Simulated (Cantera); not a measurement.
A closed system holds: 1 mol H2O, 4 mol O2, 5 mol N2, held at 1048 K and 100000 Pa.

Method: chemical equilibrium by Gibbs-energy minimisation in Cantera with the NASA 1993 tables (ideal gas, pure condensed phases). Candidate condensed phases: H2O; 24 gas species. Kinetics and transport are ignored.

Problem. What is the equilibrium state?

Solution. 
* **x(N2)**: 0.500
* **x(O2)**: 0.400
* **x(H2O)**: 0.100
* **x(NO)**: 5.69e-5
* **x(NO2)**: 3.08e-6
* **gas amount**: 10.000 mol
